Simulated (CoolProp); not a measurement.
Properties of propylene along the isotherm 519.6 K (Tc = 364.2 K, pc = 4.555 MPa, ω = 0.146).

Model: reference Helmholtz-energy equation of state, Lemmon 2013, in CoolProp.

| p (MPa) | phase | density (kg/m³) | Joule-Thomson coefficient (K/MPa) | viscosity (µPa s) | fugacity coefficient |
|---|---|---|---|---|---|
| 0.163 | gas | 1.594 | 3.774 | 14.6 | 0.9962 |
| 0.325 | gas | 3.190 | 3.778 | 14.7 | 0.9925 |
| 0.488 | gas | 4.807 | 3.781 | 14.7 | 0.9888 |
| 0.651 | gas | 6.438 | 3.785 | 14.7 | 0.9851 |
| 0.813 | gas | 8.070 | 3.788 | 14.8 | 0.9814 |
| 0.976 | gas | 9.725 | 3.791 | 14.8 | 0.9777 |
| 1.14 | gas | 11.40 | 3.793 | 14.9 | 0.9740 |
| 1.3 | gas | 13.05 | 3.795 | 15.0 | 0.9705 |
| 1.46 | gas | 14.71 | 3.797 | 15.0 | 0.9669 |
| 1.63 | gas | 16.49 | 3.799 | 15.1 | 0.9631 |
| 1.79 | gas | 18.18 | 3.801 | 15.2 | 0.9596 |
| 1.95 | gas | 19.88 | 3.802 | 15.2 | 0.9561 |
| 2.11 | gas | 21.59 | 3.803 | 15.3 | 0.9526 |
| 2.28 | gas | 23.42 | 3.803 | 15.4 | 0.9490 |

Viscosity comes from a separate model (Huber 2003), an estimate that may be off by 10 % or more.
